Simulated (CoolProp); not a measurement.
Vapour pressure (MPa) of ammonia: the reference equation beside estimates from Tc = 405.6 K, pc = 11.36 MPa, ω = 0.256. Clausius-Clapeyron is anchored at 269.2 K with a constant enthalpy of vaporisation of 21.72 kJ/mol.

Values from CoolProp's reference Helmholtz-energy equation of state, Gao 2020.

```
T (K)  reference  Clausius-Clapeyron  van der Waals  Peng-Robinson
-----  ---------  ------------------  -------------  -------------
218.9    0.03152             0.03971         0.5209        0.03099
231.5    0.06552             0.07604         0.7357        0.06465
244.1     0.1250              0.1362          1.005         0.1237
256.6     0.2210              0.2294          1.332         0.2192
269.2     0.3694              0.3694          1.727         0.3671
281.8     0.5867              0.5701          2.193         0.5842
294.4     0.8918              0.8478          2.735         0.8896
307        1.306               1.220          3.356          1.305
319.6      1.852               1.707          4.062          1.854
332.2      2.554               2.328          4.855          2.561
344.8      3.440               3.103          5.738          3.454
```

Absolute difference from the reference over all 11 rows, mean and median: Clausius-Clapeyron 8.7 and 7.8 %, van der Waals 460.3 and 273.8 %, Peng-Robinson 0.6 and 0.4 %.
